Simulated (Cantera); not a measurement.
What does this Cantera script print?

```python
import numpy as np
import cantera as ct

gas = ct.Solution("gri30.yaml")
gas.TPX = 1125, 38000, {'N2O': 1}
reactor = ct.IdealGasConstPressureReactor(gas, energy="off", clone=False)
net = ct.ReactorNet([reactor])
net.rtol, net.atol = 1e-08, 1e-18
show = ['N2O', 'O', 'NO', 'O2', 'N2', 'NO2']
times = np.geomspace(2e-06, 70, 10)

steps = ct.SolutionArray(gas, extra=["t"])
rows = []
print(f"{'t/s':>10s}{'T/K':>9s}{'P/Pa':>11s}" + "".join(f"{s:>11s}" for s in show))
for t in times:
    while net.time < t:
        t_next = net.step()
        steps.append(gas.state, t=t_next)
    rows.append([np.interp(t, steps.t, y) for y in (steps.T, steps.P, *steps(*show).X.T)])
    print(f"{t:10.3e}{rows[-1][0]:9.1f}{rows[-1][1]:11.4g}" + "".join(f"{x:11.3e}" for x in rows[-1][2:]))
rate = np.gradient(steps.T, steps.t)
print("integrator steps:", len(steps.t))
if steps.T.max() > steps.T[0] + 200:
    print(f"time of steepest temperature rise: {steps.t[rate.argmax()]:.4e} s")
gas.TPX = 1125, 38000, {'N2O': 1}
gas.equilibrate("TP")
print(f"equilibrium (TP): T = {gas.T:.1f} K  " + "  ".join(f"{s} {gas[s].X[0]:.3e}" for s in show))
```

Output:

```
       t/s      T/K       P/Pa        N2O          O         NO         O2         N2        NO2
 2.000e-06   1125.0    3.8e+04  1.000e+00  4.777e-08  3.654e-10  2.201e-09  5.235e-08  7.881e-19
 1.378e-05   1125.0    3.8e+04  1.000e+00  2.513e-07  1.444e-08  8.702e-08  4.326e-07  1.217e-15
 9.495e-05   1125.0    3.8e+04  1.000e+00  5.076e-07  2.871e-07  1.730e-06  4.111e-06  4.795e-13
 6.542e-04   1125.0    3.8e+04  1.000e+00  5.125e-07  2.436e-06  1.467e-05  3.108e-05  3.456e-11
 4.508e-03   1125.0    3.8e+04  9.997e-01  5.125e-07  1.724e-05  1.039e-04  2.169e-04  1.710e-09
 3.106e-02   1125.0    3.8e+04  9.977e-01  5.124e-07  1.190e-04  7.175e-04  1.495e-03  7.541e-08
 2.140e-01   1125.0    3.8e+04  9.841e-01  5.113e-07  8.106e-04  4.898e-03  1.021e-02  2.238e-06
 1.474e+00   1125.0    3.8e+04  8.972e-01  5.025e-07  5.203e-03  3.164e-02  6.591e-02  2.387e-05
 1.016e+01   1125.0    3.8e+04  5.122e-01  4.396e-07  2.398e-02  1.505e-01  3.132e-01  1.192e-04
 7.000e+01   1125.0    3.8e+04  4.406e-02  1.195e-07  4.110e-02  2.979e-01  6.167e-01  2.265e-04
integrator steps: 874
equilibrium (TP): T = 1125.0 K  N2O 5.169e-09  O 4.351e-09  NO 1.237e-04  O2 3.333e-01  N2 6.666e-01  NO2 2.378e-06
```

Computed with Cantera and GRI-Mech 3.0 (53 species, 325 reactions). GRI-Mech 3.0 was tuned for natural gas; its chemistry of N2O as a main component is partial and can be far from experiment. The mechanism lacks the step 2 NO + O2 → 2 NO2, which can matter for NO2 below about 1400 K. The temperature is held fixed by assumption; the heat of reaction is taken as removed at once.
